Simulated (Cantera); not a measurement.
A closed system holds: 1 mol AlN, 1 mol I₂, 1.5 mol O₂, held at 75.0 Torr.

Equilibrium computed with Cantera from the NASA thermochemical tables; the gas is ideal and each condensed phase is pure. Candidate condensed phases: Al, AlI₃, AlN, Al₂O₃, I₂; 21 gas species. Rates play no part.

x: gas mole fraction; n: condensed amount in mol.

```tsv
T (K)	x I	x I₂	x O₂	x N₂	x NO	n Al₂O₃(s)
923	0.0518	0.407	0.325	0.216	8.15e-6	0.500
973	0.0841	0.384	0.319	0.213	1.48e-5	0.500
1023	0.128	0.352	0.312	0.208	2.51e-5	0.500
1073	0.184	0.312	0.303	0.202	4.02e-5	0.500
1123	(withheld)	(withheld)	0.292	0.195	(withheld)	0.500
1173	0.319	0.214	0.280	0.187	8.90e-5	0.500
1223	0.387	0.165	0.269	0.179	0.000125	0.500
1273	0.447	0.121	0.259	0.172	0.000172	0.500
1323	0.496	0.0860	0.250	0.167	0.000231	0.500
1373	0.533	(withheld)	0.244	0.163	(withheld)	0.500
1423	0.559	0.0405	0.240	0.160	0.000396	0.500
1473	0.577	0.0277	0.237	0.158	0.000508	0.500
1523	0.589	0.0190	0.235	0.156	0.000644	0.500
1573	0.597	0.0132	0.233	0.155	0.000805	0.500
```

Question: Some entries are withheld; supply them.

Answer: 
- 1123, x I: 0.249
- 1123, x I₂: 0.265
- 1123, x NO: 6.11e-5
- 1373, x I₂: 0.0594
- 1373, x NO: 0.000304
